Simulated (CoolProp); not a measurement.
Carbon monoxide along the isotherm -185.85 °C: Z from the reference equation and from simpler models built on Tc = -140.3 °C, pc = 3.498 MPa, ω = 0.050; each cubic takes its own stable root.

Model: reference Helmholtz-energy equation of state, Lemmon 2006, in CoolProp. It is a short technical equation, of lower accuracy than the large ones.

| p (MPa) | phase | reference | Redlich-Kwong | Peng-Robinson |
|---|---|---|---|---|
| 0.00553 | gas | 0.9982 | 0.9983 | 0.9982 |
| 0.0114 | gas | 0.9963 | 0.9964 | 0.9963 |
| 0.0233 | gas | 0.9925 | 0.9927 | 0.9924 |
| 0.0479 | gas | 0.9845 | 0.9849 | 0.9844 |
| 0.0984 | gas | 0.9675 | 0.9685 | 0.9674 |
| 0.202 | liquid | 0.01015 | 0.01017 | 0.009029 |
| 0.415 | liquid | 0.02084 | 0.02088 | 0.01853 |
| 0.852 | liquid | 0.04271 | 0.04276 | 0.03797 |
| 1.75 | liquid | 0.08742 | 0.08744 | 0.07768 |
